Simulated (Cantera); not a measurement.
A freely propagating, adiabatic, planar premixed flame of 29.6 % H₂, 14.8 % O₂, 55.6 % N₂, unburnt at 550 K and 195 Torr; mixture-averaged transport, grid criteria slope 0.08 and curve 0.16, no radiation.

Model: the H2/O2 subset of GRI-Mech 3.0, which has no nitrogen chemistry, integrated in Cantera. Burning velocities carry a grid error of a few per cent, more on coarse grids.

### Question
Predict: laminar burning velocity; thermal thickness; peak x(H); peak x(O); peak x(HO₂).

### Answer
```
Item                         Value
------------------------  --------
laminar burning velocity  560 cm/s
thermal thickness          2.64 mm
peak x(H)                   0.0783
peak x(O)                   0.0151
peak x(HO₂)               0.000112
```
